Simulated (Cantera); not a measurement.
A perfectly stirred reactor is fed with 11.7 % CH4, 15.2 % O2, 73.2 % N2, at 5.00 bar; it is adiabatic with a 575 K inlet, and is followed from long to short residence time, starting on the burning branch (τ in s: 0.073, 0.037, 0.019, 0.0096, 0.0049, 0.0025, 0.0013, 0.00064, 0.00032, 0.00016, 8.3e-05, 4.2e-05).

Model: GRI-Mech 3.0 (53 species, 325 reactions), integrated in Cantera.

Task: Predict: blow-out, bracketed by the residence times tried; x(CH4) at τ = 73.0 ms; x(O2) at τ = 73.0 ms; x(C2H) at τ = 73.0 ms; x(CH2CO) at τ = 73.0 ms; x(CH3) at τ = 73.0 ms; x(CH4) at τ = 1.30 ms; x(O2) at τ = 1.30 ms; x(C2H) at τ = 1.30 ms; x(CH2CO) at τ = 1.30 ms; x(CH3) at τ = 1.30 ms.

Result: 
```
Quantity                                                                        Value
------------------------------------------------  -----------------------------------
blow-out, bracketed by the residence times tried  burning at 1.30 ms, out at 0.640 ms
x(CH4) at τ = 73.0 ms                                                         0.00345
x(O2) at τ = 73.0 ms                                                         0.000263
x(C2H) at τ = 73.0 ms                                                         4.05e-8
x(CH2CO) at τ = 73.0 ms                                                       6.68e-6
x(CH3) at τ = 73.0 ms                                                        0.000117
x(CH4) at τ = 1.30 ms                                                          0.0108
x(O2) at τ = 1.30 ms                                                          0.00796
x(C2H) at τ = 1.30 ms                                                         1.80e-7
x(CH2CO) at τ = 1.30 ms                                                      0.000151
x(CH3) at τ = 1.30 ms                                                        0.000702
```
